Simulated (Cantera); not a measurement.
**Thermodynamics of oxide etching and cleaning by halides, feed B2O3 + F2 + N2**

Charge: 1 mol B2O3, 1.1 mol F2, 56 mol N2.

Method: chemical equilibrium by Gibbs-energy minimisation in Cantera with the NASA 1993 tables (ideal gas, pure condensed phases). Candidate condensed phases: B, BN, B2O3; 31 gas species. The tables' values for BF2 are old estimates. Equilibrium is a limit: real reactors are often held back by kinetics, nucleation or transport.

Stable condensed phases:

```
T in °C \ P in Pa
              1    4.2     18     75    320   1300   5600  24000 100000
   1102       A      A      A      A      A      A      B      B      B
   1077       A      A      A      A      A      A      B      B      B
   1052       A      A      A      A      A      B      B      B      B
   1027       A      A      A      A      A      B      B      B      B
   1002       A      A      A      A      A      B      B      B      B
    977       A      A      A      A      B      B      B      B      B
    952       A      A      A      A      B      B      B      B      B
    927       A      A      A      B      B      B      B      B      B
    902       A      A      A      B      B      B      B      B      B
    877       A      A      A      B      B      B      B      B      B
    852       A      A      B      B      B      B      B      B      B
```

A: gas only; B: B2O3.
